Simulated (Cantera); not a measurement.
## Premixed flame

A freely propagating, adiabatic, planar premixed flame of CH4 : H2 : O2 : N2 = 1 : 0.29 : 1.53 : 5.76 (molar parts), equivalence ratio 1.4, unburnt at 650 K and 2.20 bar; mixture-averaged transport, grid criteria slope 0.08 and curve 0.16, no radiation.

Detailed kinetics in Cantera: GRI-Mech 3.0 (53 species, 325 reactions). Burning velocities carry a grid error of a few per cent, more on coarse grids.

```tsv
z (mm)	T (K)	u (m/s)	x CH4	x H2	x O2	x O	x H2O	x CH2CO
-0.689	651	0.828	0.116	0.0354	0.178	<1e-8	0.000122	<1e-8
-0.460	656	0.838	0.116	0.0381	0.177	<1e-8	0.000982	1.13e-7
-0.345	674	0.863	0.114	0.0412	0.176	<1e-8	0.00358	7.92e-7
-0.230	777	1.00	0.106	0.0469	0.168	6.05e-8	0.0172	1.09e-5
-0.115	1204	1.58	0.0734	0.0557	0.128	7.43e-6	0.0697	0.000135
-0.0575	1586	2.11	0.0419	0.0604	0.0849	5.66e-5	0.116	0.000326
0	1934	2.61	0.0133	0.0627	0.0387	0.000190	0.160	0.000283
0.0575	2112	2.86	0.00251	0.0619	0.0126	0.000242	0.181	7.24e-5
0.115	2172	2.94	0.000467	0.0615	0.00370	0.000203	0.187	1.54e-5
0.230	2200	2.97	3.03e-5	0.0624	0.000481	0.000147	0.187	1.55e-6
0.460	2216	2.98	7.90e-7	0.0635	0.000130	9.80e-5	0.186	6.01e-8
0.919	2230	3.00	1.22e-8	0.0640	7.03e-5	5.50e-5	0.187	<1e-8
1.84	2243	3.01	<1e-8	0.0642	3.30e-5	2.59e-5	0.188	<1e-8
```
x: mole fraction of selected species; z is measured from the peak of heat release.

The laminar burning velocity is 82.6 cm/s and the thermal thickness is 0.230 mm. The peak x(O) is 0.000243. The peak x(CH2CO) is 0.000367 and the grid points comes out as 137.
